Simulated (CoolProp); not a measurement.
Properties of oxygen along the isobar 21 bar (Tc = -118.6 °C, pc = 50.46 bar, ω = 0.022).

Model: reference Helmholtz-energy equation of state, Schmidt 1985, in CoolProp.

| T (°C) | phase | density (kg/m³) | cv (kJ/(kg K)) | Joule-Thomson coefficient (K/MPa) | conductivity (mW/(m K)) |
|---|---|---|---|---|---|
| -176.05 | liquid | 1111 | 0.9082 | -0.2912 | 142 |
| -166.15 | liquid | 1058 | 0.8771 | -0.2339 | 128 |
| -156.25 | liquid | 999.8 | 0.8512 | -0.1407 | 113 |
| -146.35 | liquid | 931.2 | 0.8326 | 0.02423 | 98.3 |
| -136.45 | gas | 78.92 | 0.7791 | 11.70 | 16.0 |
| -126.55 | gas | 68.02 | 0.7250 | 9.925 | 16.2 |
| -116.75 | gas | 60.77 | 0.7044 | 8.643 | 16.7 |
| -106.85 | gas | 55.27 | 0.6910 | 7.640 | 17.3 |
| -96.95 | gas | 50.91 | 0.6818 | 6.833 | 18.0 |
| -87.05 | gas | 47.31 | 0.6753 | 6.166 | 18.7 |
| -77.15 | gas | 44.28 | 0.6706 | 5.603 | 19.4 |
| -67.35 | gas | 41.69 | 0.6673 | 5.126 | 20.2 |
| -57.45 | gas | 39.41 | 0.6649 | 4.707 | 20.9 |
| -47.55 | gas | 37.39 | 0.6632 | 4.340 | 21.7 |
| -37.65 | gas | 35.59 | 0.6621 | 4.014 | 22.5 |

Thermal conductivity comes from a separate model (Lemmon 2004).
